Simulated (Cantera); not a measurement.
A closed system holds: 1 mol AlN, 3.1 mol H2O, held at 2123 K and 0.0133 bar.

These are equilibrium values from Cantera (NASA tables, ideal gas, pure condensed phases), not measurements of a reactor. Candidate condensed phases: Al, AlN, Al2O3, H2O; 35 gas species. Kinetics and transport are ignored.

Base state: H2O 0.437, H2 0.404, N2 0.137, H 0.0197, OH 0.00264, O 9.16e-5, NO 6.23e-5, O2 4.21e-5 (mole fractions); condensed: Al2O3(s).

Question: What changes in the equilibrium state with this change: temperature from 2123 K to 1023 K?

Answer: 
| species | before | after |
|---|---|---|
| H2O | 0.437 | 0.444 |
| H2 | 0.404 | 0.417 |
| N2 | 0.137 | 0.139 |
| H | 0.0197 | 2.31e-8 |
| OH | 0.00264 | <1e-9 |
| O | 9.16e-5 | <1e-9 |
| NO | 6.23e-5 | <1e-9 |
| O2 | 4.21e-5 | <1e-9 |
| Al2O3(s), mol | 0.500 | 0.500 |

Question: What changes in the equilibrium state with this change: H2O from 3.1 to 0.18 mol?

Answer: 
```tsv
species	before	after
N2	0.137	0.331
Al2O	<1e-9	0.226
H2	0.404	0.218
H2O	0.437	4.85e-6
Al	3.76e-8	0.208
H	0.0197	0.0145
AlH	<1e-9	0.00243
Al2	<1e-9	9.62e-5
Al2O3(s), mol	0.500	0
AlN(s), mol	0	0.473
```
The tables' values for AlOH are old estimates; treat these amounts as uncertain.
